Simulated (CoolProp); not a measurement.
A single-stage vapour-compression cycle with ammonia: evaporating at 293.15 K (dew point), condensing at 339.15 K (bubble point), superheat 0 K, subcooling 0 K, compressor efficiency 0.75, no pressure losses. Each further row changes one setting.

Model: reference Helmholtz-energy equation of state, Gao 2020, in CoolProp.

```json
[
 {"case": "as stated", "cooling COP": "3.88", "pressure ratio": "3.52", "discharge temperature (K)": "411.2", "refrigerating effect (kJ/kg)": "956", "volumetric capacity (kJ/m³)": "6410"},
 {"case": "evaporating temperature 298.15 K", "cooling COP": "4.51", "pressure ratio": "…", "discharge temperature (K)": "400.6", "refrigerating effect (kJ/kg)": "960", "volumetric capacity (kJ/m³)": "7490"},
 {"case": "condensing temperature 334.15 K", "cooling COP": "4.47", "pressure ratio": "3.13", "discharge temperature (K)": "398.6", "refrigerating effect (kJ/kg)": "983", "volumetric capacity (kJ/m³)": "6580"},
 {"case": "subcooling 5 K", "cooling COP": "3.99", "pressure ratio": "3.52", "discharge temperature (K)": "411.2", "refrigerating effect (kJ/kg)": "983", "volumetric capacity (kJ/m³)": "6580"},
 {"case": "superheat 10 K", "cooling COP": "…", "pressure ratio": "3.52", "discharge temperature (K)": "426.3", "refrigerating effect (kJ/kg)": "986", "volumetric capacity (kJ/m³)": "6280"},
 {"case": "compressor efficiency 0.65", "cooling COP": "…", "pressure ratio": "3.52", "discharge temperature (K)": "424.7", "refrigerating effect (kJ/kg)": "956", "volumetric capacity (kJ/m³)": "6410"}
]
```

Complete the blanks.


- evaporating temperature 298.15 K, pressure ratio: 3.01
- superheat 10 K, cooling COP: 3.80
- compressor efficiency 0.65, cooling COP: 3.37
